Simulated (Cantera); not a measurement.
A closed system holds: 1 mol SiH4, 0.85 mol HCl, 390 mol H2, equilibrated at 1450 °C and 0.00320 bar.

Method: chemical equilibrium by Gibbs-energy minimisation in Cantera with the NASA 1993 tables (ideal gas, pure condensed phases). Candidate condensed phases: Si; 19 gas species. Gases not in the tables: Si2H6 and higher silanes. Equilibrium is a limit: real reactors are often held back by kinetics, nucleation or transport.

Base state: H2 0.994, H 0.00321, HCl 0.00212, Si 0.000307, SiH 2.49e-5, SiH2 1.69e-5, SiCl2 1.56e-5 (mole fractions); condensed: Si(l).

What changes in the equilibrium state with this change: temperature from 1450 °C to 2025 °C?


| species | before | after |
|---|---|---|
| H2 | 0.994 | 0.840 |
| H | 0.00321 | 0.155 |
| Si | 0.000307 | 0.00229 |
| SiCl2 | 1.56e-5 | 5.15e-8 |
| Cl | 5.30e-6 | 0.000234 |
| SiH2 | 1.69e-5 | 3.11e-6 |
| Si(l), mol | 0.853 | 0 |
